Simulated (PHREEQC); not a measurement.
A solution holds 0.074 mol CuCl2 and 0.00047 mol Na2SO4 per kg of water, at 76 °C. Closed to the air; pH follows from the charge balance.

Model: ion-association model, phreeqc.dat, run in PHREEQC.

This is a speciation only: nothing precipitates in the calculation.

Q: Order these Cu species by the share of Cu that they hold, largest first: CuCl+, Cu+2, Cu2(OH)2+2, CuSO4, CuCl2.

A: Cu+2 (54 %), CuCl+ (44 %), CuCl2 (2.1 %), CuSO4 (0.31 %), Cu2(OH)2+2 (0.25 %)

The pH is 3.85 and the ionic strength 0.153 mol/kgw. Species that the database lacks are ignored. At this temperature some constants are extrapolated from 25 °C, and those without enthalpy data are left unchanged.
